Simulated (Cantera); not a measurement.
Cantera run:

```python
import numpy as np
import cantera as ct

gas_names = """
    F FO FO2 F2 F2O N NF NF2 NF3 NO NO2 NO3 N2 N2O O O2 O3 Si SiF SiF2 SiF3 SiF4 SiN SiO SiO2 Si2 Si2N
    Si3
""".split()
cond_names = """
    Si(cr) Si(L) SiO2(Lqz) SiO2(hqz) SiO2(L) Si2N2O(s) Si3N4(a)
""".split()


# ... load() reads the species with a 1 bar reference pressure and builds the phases ...
atoms = {
    'SiF4': {'Si': 1, 'F': 4},
    'NO': {'N': 1, 'O': 1},
}
top_T = {'Si2N2O(s)': 2100, 'Si3N4(a)': 2400}  # K; cautious upper limits of use, not melting points


# ... equilibrate(T, P, feed) seeds the gas with the atoms and calls Mixture.equilibrate('TP', solver="vcs", rtol=1e-11, max_steps=5000) ...
results = []
feed = {'SiF4': 1, 'NO': 0.31}  # mol
T = 1700  # K
P = 1000  # Pa
mix = equilibrate(T, P, feed)
results.append((T, P, feed, dict(zip(mix.species_names, mix.species_moles))))
x = sorted(zip(gas.X, gas.species_names), reverse=True)
print(f"T = {T:g} K  P = {P:g} Pa  gas = {mix.phase_moles(0):.4g} mol")
print("   x: " + "  ".join(f"{s} {v:.3e}" for v, s in x if v > 0.001))
print("   condensed (mol): " + ("  ".join(f"{mix.phase(i).name} {mix.phase_moles(i):.4g}"
      for i in range(1, mix.n_phases) if mix.phase_moles(i) > 1e-12) or "none"))
```

Output:

```
T = 1700 K  P = 1000 Pa  gas = 1.31 mol
   x: SiF4 7.632e-01  N2 1.179e-01  O2 1.178e-01
   condensed (mol): none
```

Equilibrium computed with Cantera from the NASA thermochemical tables; the gas is ideal and each condensed phase is pure. The tables' values for SiF3 are old estimates; treat these amounts as uncertain.
